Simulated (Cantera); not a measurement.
## Chemical vapour transport: TiO2 + HCl + H2

A closed system holds: 1 mol TiO2, 0.072 mol HCl, 0.15 mol H2, equilibrated at 13300 Pa.

Equilibrium computed with Cantera from the NASA thermochemical tables; the gas is ideal and each condensed phase is pure. Candidate condensed phases: H2O, Ti, TiCl2, TiCl3, TiCl4, TiO, TiO2, Ti2O3, Ti3O5, Ti4O7; 23 gas species. Mutual solubility and eutectic melting of coexisting phases are not modelled. Condensed phases not in the tables: Magnéli phases beyond Ti4O7, TiOCl. Kinetics and transport are ignored.

```tsv
T (°C)	log p H2	log p HCl	log p H2O	log p TiCl4	log p H	log p Cl	log p TiCl3	n TiO2(rutile)	n Ti4O7(s)
877	-1.05	-1.37	-3.98	-4.32	-7.65	-8.03	-5.30	1.000	0
927	-1.05	-1.37	-3.93	-4.30	-7.23	-7.61	-5.05	1.000	0
977	-1.05	-1.37	-3.79	-4.49	-6.84	-7.23	-5.01	0.999	0.000132
1027	-1.05	-1.36	-3.57	-4.83	-6.48	-6.87	-5.15	0.998	0.000375
1077	-1.05	-1.36	-3.37	-5.14	-6.15	-6.54	-5.28	0.997	0.000669
1127	-1.05	-1.36	-3.18	-5.44	-5.84	-6.24	-5.41	0.996	0.00107
1177	-1.05	-1.36	-3.01	-5.72	-5.55	-5.95	-5.52	0.994	0.00161
1227	-1.05	-1.36	-2.85	-5.98	-5.28	-5.69	-5.63	0.991	0.00236
1277	-1.06	-1.36	-2.70	-6.22	-5.03	-5.44	-5.74	0.987	0.00335
1327	-1.06	-1.36	-2.55	-6.45	-4.79	-5.20	-5.84	0.981	0.00465
1377	-1.06	-1.36	-2.42	-6.66	-4.57	-4.98	-5.93	0.975	0.00631
```
log p: log10 of the partial pressure in bar; n: condensed amount in mol.

From 877 °C to 927 °C the condensed part is TiO2(rutile). From 977 °C to 1377 °C the condensed part is TiO2(rutile) + Ti4O7(s). The main Ti-bearing gas is TiCl4 at 877 °C and TiCl3 at 1377 °C.
